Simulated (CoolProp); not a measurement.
Vapour-liquid equilibrium of 1-butene (1) + n-butane (2) at 0.0403 MPa; x and y are mole fractions of (1).

Computed with CoolProp (multi-fluid Helmholtz-energy mixture model, Lemmon 2005 and Bücker 2006; pair parameters Bell 2016).

```csv
x,"bubble temperature, mixture model (°C)","bubble temperature, Raoult's law (°C)","y, mixture model","y, Raoult's law"
0.05,-22.8,-22.8,0.064,0.063
0.15,-23.5,-23.4,0.187,0.184
0.25,-24.1,-24.0,0.303,0.298
0.35,-24.7,-24.5,0.412,0.407
0.45,-25.3,-25.1,0.515,0.511
0.55,-25.9,-25.6,0.611,0.610
0.65,-26.4,-26.1,0.702,0.704
0.75,-26.8,-26.6,0.789,0.793
0.85,-27.2,-27.1,0.874,0.879
0.95,-27.6,-27.5,0.958,0.961
```

The largest gap from Raoult's law is -0.3 K in bubble temperature, at x = 0.55. No azeotrope shows between x = 0.05 and 0.95.

The pair parameters rest on a limited set of measurements; away from them the model extrapolates.
